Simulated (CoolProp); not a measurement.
R365MFC along the isotherm 489.9 K: density (kg/m³) from the reference equation and from simpler models built on Tc = 460.0 K, pc = 3266 kPa, ω = 0.377; each cubic takes its own stable root.

Model: reference Helmholtz-energy equation of state, Lemmon 2016, in CoolProp.

```csv
p (kPa),phase,reference
25.8,gas,0.9401
39,gas,1.423
58.8,gas,2.149
88.7,gas,3.251
134,gas,4.932
202,gas,7.482
304,gas,11.37
459,gas,17.43
693,gas,26.94
1050,gas,42.40
1580,gas,67.85
2380,gas,113.8
3590,supercritical,212.8
5410,supercritical,543.1
8170,supercritical,738.3
```

**Question.** How far does each simpler model (ideal gas, Redlich-Kwong, Soave-Redlich-Kwong) lie from the reference over these 15 states: mean and median of the absolute difference, and the worst?

**Answer.** 
- ideal gas: mean 15.3 %, median 4.2 %, worst -63.8 % at 489.9 K and 5410 kPa
- Redlich-Kwong: mean 1.2 %, median 0.1 %, worst -8.6 % at 489.9 K and 8170 kPa
- Soave-Redlich-Kwong: mean 2.3 %, median 0.4 %, worst -14.1 % at 489.9 K and 5410 kPa
